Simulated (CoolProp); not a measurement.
Properties of n-butane at several states (Tc = 152.0 °C, pc = 37.96 bar, ω = 0.201).

Computed with CoolProp (reference Helmholtz-energy equation of state, Bücker 2006).

| T (°C) | p (bar) | phase | Z | speed of sound (m/s) | Joule-Thomson coefficient (K/MPa) | expansivity (1/kK) | Prandtl number | fugacity coefficient |
|---|---|---|---|---|---|---|---|---|
| 278.15 | 1.6 | gas | 0.9944 | 287.1 | 3.878 | 1.853 | 0.714 | 0.9944 |
| 298.45 | 23.9 | gas | 0.9258 | 275.2 | 3.740 | 2.353 | 0.721 | 0.9293 |
| 216.85 | 0.335 | gas | 0.9982 | 272.2 | 5.370 | 2.054 | 0.733 | 0.9982 |
| 247.25 | 0.124 | gas | 0.9995 | 280.4 | 4.527 | 1.925 | 0.723 | 0.9995 |

Viscosity comes from a separate model (Vogel 1999). Thermal conductivity comes from a separate model (Perkins 2002).
